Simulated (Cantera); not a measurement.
Input (Python, Cantera) and output of one run.

```python
import numpy as np
import cantera as ct

gas_names = """
    O2 SO2
""".split()
cond_names = """
    Mg(L) MgO(s) MgS(s) MgSO4(L)
""".split()


# ... load() reads the species with a 1 bar reference pressure and builds the phases ...
species = {s.name: s for s in load("nasa_gas.yaml", gas_names) + load("nasa_condensed.yaml", cond_names)}
T = 1500
g = {n: (s.thermo.h(T) - T * s.thermo.s(T)) / (ct.gas_constant * T * np.log(10)) for n, s in species.items()}
valid = cond_names  # the entries whose range holds T


def stable(la, lb):
    # potentials (over RT ln 10) of the two non-metals from log10 p(O2) and log10 p(SO2) in bar
    mu = {}
    mu["O"] = (g["O2"] + la) / 2
    mu["S"] = (g["SO2"] + lb - 2 * mu["O"]) / 1
    cost = {}
    for n in valid:
        c = species[n].composition
        cost[n] = (g[n] - sum(c.get(e, 0) * m for e, m in mu.items())) / c["Mg"]
    return min(cost, key=cost.get)


results = []
for lb in [0, -1.3, -2.5, -3.8, -5.1, -6.4, -7.6, -8.9, -10.2, -11.5, -12.7, -14]:
    row = [stable(la, lb) for la in [-27, -25.5, -24, -22.5, -21, -19.5, -18, -16.5, -15, -13.5, -12, -10.5, -9, -7.5, -6, -4.5, -3, -1.5, 0]]
    results.append(row)
    print(f"{lb:6.1f}  " + " ".join(f"{valid.index(n):x}" for n in row))
print("key: " + ", ".join(f"{i:x} {n}" for i, n in enumerate(valid)))
```

Result:

```
   0.0  2 2 2 2 2 2 2 2 2 2 2 2 1 1 1 1 1 1 1
  -1.3  2 2 2 2 2 2 2 2 2 2 2 1 1 1 1 1 1 1 1
  -2.5  2 2 2 2 2 2 2 2 2 2 2 1 1 1 1 1 1 1 1
  -3.8  2 2 2 2 2 2 2 2 2 2 1 1 1 1 1 1 1 1 1
  -5.1  2 2 2 2 2 2 2 2 2 2 1 1 1 1 1 1 1 1 1
  -6.4  2 2 2 2 2 2 2 2 2 1 1 1 1 1 1 1 1 1 1
  -7.6  2 2 2 2 2 2 2 2 2 1 1 1 1 1 1 1 1 1 1
  -8.9  2 2 2 2 2 2 2 2 1 1 1 1 1 1 1 1 1 1 1
 -10.2  2 2 2 2 2 2 2 1 1 1 1 1 1 1 1 1 1 1 1
 -11.5  2 2 2 2 2 2 2 1 1 1 1 1 1 1 1 1 1 1 1
 -12.7  2 2 2 2 2 2 1 1 1 1 1 1 1 1 1 1 1 1 1
 -14.0  2 2 2 2 2 2 1 1 1 1 1 1 1 1 1 1 1 1 1
key: 0 Mg(L), 1 MgO(s), 2 MgS(s), 3 MgSO4(L)
```

Standard-state values (1 bar) from the NASA 1993 polynomials, evaluated with Cantera. Part of the grid cannot be reached: there another gas would pass 10 bar, or a non-metal would condense.
